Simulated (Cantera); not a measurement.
A freely propagating, adiabatic, planar premixed flame of 6.33 % C2H6, 17.0 % O2, 64.0 % N2, 12.7 % H2O, equivalence ratio 1.3, unburnt at 500 K and 0.158 atm; multicomponent+Soret transport, grid criteria slope 0.08 and curve 0.16, no radiation.

Model: GRI-Mech 3.0 (53 species, 325 reactions), integrated in Cantera. Burning velocities carry a grid error of a few per cent, more on coarse grids.

x: mole fraction of selected species; z is measured from the peak of heat release.

```tsv
z (mm)	T (K)	u (m/s)	x C2H6	x O2	x H2O	x H	x C2H	x NO
-6.61	500	0.826	0.0632	0.170	0.126	<1e-8	<1e-8	<1e-8
-4.41	503	0.834	0.0631	0.169	0.126	<1e-8	<1e-8	<1e-8
-3.31	512	0.852	0.0628	0.168	0.126	<1e-8	<1e-8	1.44e-8
-2.20	586	0.984	0.0612	0.162	0.130	4.35e-7	<1e-8	1.53e-7
-1.10	986	1.71	0.0426	0.125	0.158	5.22e-5	<1e-8	1.95e-6
-0.551	1349	2.41	0.0175	0.0851	0.188	0.000643	3.44e-8	4.49e-6
0	1670	3.05	0.00113	0.0422	0.219	0.00416	1.43e-6	8.86e-6
0.551	1816	3.33	5.86e-6	0.0172	0.235	0.00889	2.09e-6	1.57e-5
1.10	1856	3.39	1.02e-8	?	0.239	?	?	?
2.20	1876	3.41	<1e-8	0.00339	0.237	0.0130	<1e-8	2.74e-5
4.41	1891	3.43	<1e-8	0.00252	0.235	0.0126	<1e-8	3.05e-5
8.82	1910	3.46	<1e-8	0.00209	0.237	0.0113	<1e-8	3.19e-5
17.6	1936	3.50	<1e-8	0.00156	0.239	0.00936	<1e-8	3.32e-5
```

**Question.** Fill in the missing entries.

**Answer.** 
- 1.10, x O2: 0.00767
- 1.10, x H: 0.0116
- 1.10, x C2H: 4.71e-7
- 1.10, x NO: 2.16e-5
